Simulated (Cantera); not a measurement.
Input: 1 mol SiH₄, 1.9 mol HCl, 9.3 mol H₂, at 2475 K and 30000 Pa.

Equilibrium computed with Cantera from the NASA thermochemical tables; the gas is ideal and each condensed phase is pure. The tables' values for SiCl, SiCl₃ are old estimates; treat these amounts as uncertain. Gases not in the tables: Si₂H₆ and higher silanes. Rates play no part.

```
species       before     after
----------  --------  --------
H₂             0.825     0.731
HCl           0.0973     0.156
SiCl₂         0.0173    0.0502
H             0.0373    0.0351
Si            0.0131    0.0131
SiCl₃        6.12e-5  0.000303
Cl           0.00312   0.00532
SiCl         0.00357   0.00610
SiH₂        0.000771  0.000682
SiH          0.00179   0.00168
Si₂         0.000337  0.000337
Si(l), mol     0.488     0.485
```
Gas species are given as mole fractions.

Problem. What was changed between the two runs?
(A) temperature from 2475 K to 1523 K
(B) H₂ from 9.3 to 2.9 mol
(C) temperature from 2475 K to 1723.15 K
(D) HCl from 1.9 to 0.025 mol

Solution. B, H₂ from 9.3 to 2.9 mol
